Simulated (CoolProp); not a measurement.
Vapour-liquid equilibrium of toluene (1) + n-dodecane (2) at 341.7 K; x and y are mole fractions of (1).

Computed with CoolProp (multi-fluid Helmholtz-energy mixture model, Lemmon 2006 and Lemmon 2004; pair parameters Bell 2016).

Problem. Give the bubble pressure and the first vapour's composition at x = 0.2, 0.5, 0.8. Is there an azeotrope?

Solution. x = 0.2: 0.05236 bar, y = 0.942; x = 0.5: 0.1340 bar, y = 0.986; x = 0.8: 0.2079 bar, y = 0.996. No azeotrope shows between x = 0.05 and 0.95.

The pair parameters rest on a limited set of measurements; away from them the model extrapolates. The gap from Raoult's law changes sign with composition, which may be real or a fault of the pair parameters; it wasn't checked against measurements.
